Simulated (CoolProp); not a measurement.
Vapour-liquid equilibrium of isobutane (1) + n-butane (2) at 0.308 MPa; x and y are mole fractions of (1).

Computed with CoolProp (multi-fluid Helmholtz-energy mixture model, Bücker 2006 and Bücker 2006; pair parameters Kunz 2012).

| x | bubble temperature (°C) | y at the bubble point | dew temperature at overall composition x (°C) | liquid density (mol/L) |
|---|---|---|---|---|
| 0.05 | 32.1 | 0.068 | 32.3 | 9.693 |
| 0.2 | 30.1 | 0.256 | 30.7 | 9.676 |
| 0.35 | 28.1 | 0.426 | 29.0 | 9.657 |
| 0.5 | 26.3 | 0.581 | 27.3 | 9.637 |
| 0.65 | 24.5 | 0.721 | 25.4 | 9.616 |
| 0.8 | 22.8 | 0.848 | 23.5 | 9.595 |
| 0.95 | 21.2 | 0.964 | 21.4 | 9.574 |

No azeotrope shows between x = 0.05 and 0.95.

The pair parameters rest on a limited set of measurements; away from them the model extrapolates.
